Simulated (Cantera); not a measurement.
Source: NASA polynomial tables (part measured, part estimated), evaluated in Cantera. Values are per mole of reaction as written; species without (g) are pure solids or liquids, kept so even where they would boil at 1 bar. VN: taken at fixed stoichiometry.

Task: Between 300 and 1998 K, where is each reaction favourable under standard conditions?
- 2 H(g) + NO2(g) + V = 2 OH(g) + VN
- 5 H2O(g) + 2 V = 10 H(g) + V2O5

Result: 
- 2 H(g) + NO2(g) + V = 2 OH(g) + VN: ΔG° is -581 kJ at 300 K and -405 kJ at 1998 K; it stays negative (K > 1). ΔH° is -622 kJ and ΔS° -109 J/K at 1998 K.
- 5 H2O(g) + 2 V = 10 H(g) + V2O5: ΔG° is 1756 kJ at 300 K and 943 kJ at 1998 K; it stays positive (K < 1). ΔH° is 2091 kJ and ΔS° 575 J/K at 1998 K.
